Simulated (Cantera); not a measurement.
Input (Python, Cantera) and output of one run.

```python
import numpy as np
import cantera as ct

gas_names = [...]  # 118 gases of nasa_gas.yaml made of C, Cl, F, H
cond_names = """
    C(gr) C6H6(L) C7H8(L) C8H18(L),n-octa
""".split()


# ... load() reads the species with a 1 bar reference pressure and builds the phases ...
atoms = {
    'CH3F': {'C': 1, 'H': 3, 'F': 1},
    'HCl': {'H': 1, 'CL': 1},
    'H2': {'H': 2},
}
top_T = {'C(gr)': 4500}  # K; cautious upper limits of use, not melting points


# ... equilibrate(T, P, feed) seeds the gas with the atoms and calls Mixture.equilibrate('TP', solver="vcs", rtol=1e-11, max_steps=5000) ...
results = []
feed = {'CH3F': 1, 'HCl': 1.5, 'H2': 6}  # mol
T = 3523.15  # K
for P in [1, 4.2, 18, 75, 320, 1300, 5600, 24000, 100000]:
    mix = equilibrate(T, P, feed)
    results.append((T, P, feed, dict(zip(mix.species_names, mix.species_moles))))

top = {s: max(r[3][s] / sum(r[3][g] for g in gas_names) for r in results) for s in gas_names}
cols = sorted((s for s in top if top[s] > 1e-06), key=lambda s: -top[s])[:7]
seen = [c for c in cond_names if any(r[3].get(c, 0) > 1e-12 for r in results)]
print("log10 of partial pressures in bar; condensed amounts in mol")
print(f"{'P/Pa':>10s}" + "".join(f"{s[:9]:>10s}" for s in cols + seen))
for T, P, feed, n in results:
    ng = sum(n[g] for g in gas_names)
    print(f"{P:10.4g}" + "".join(f"{np.log10(max(n[s] / ng * P / 1e5, 1e-99)):10.3f}" for s in cols)
          + "".join(f"{n.get(c, 0):10.4g}" for c in seen))
```

Result:

```
log10 of partial pressures in bar; condensed amounts in mol
      P/Pa         H        H2        HF        CL       HCL         C         F
         1    -5.084    -9.755    -9.116    -6.125   -10.618    -6.301    -6.302
       4.2    -4.460    -8.508    -7.871    -5.502    -9.371    -5.678    -5.680
        18    -3.829    -7.245    -6.616    -4.869    -8.107    -5.048    -5.057
        75    -3.209    -6.007    -5.411    -4.248    -6.866    -4.436    -4.471
       320    -2.582    -4.751    -4.272    -3.613    -5.603    -3.847    -3.960
      1300    -1.981    -3.549    -3.341    -2.997    -4.387    -3.396    -3.629
      5600    -1.382    -2.351    -2.539    -2.372    -3.163    -3.075    -3.427
   2.4e+04    -0.853    -1.294    -1.801    -1.797    -2.059    -2.859    -3.218
     1e+05    -0.418    -0.424    -1.097    -1.310    -1.138    -2.748    -2.948
```

Cantera equilibrium calculation (NASA polynomials, part measured and part estimated; ideal gas, pure solids and liquids). The tables' values for CCl are old estimates; treat these amounts as uncertain.
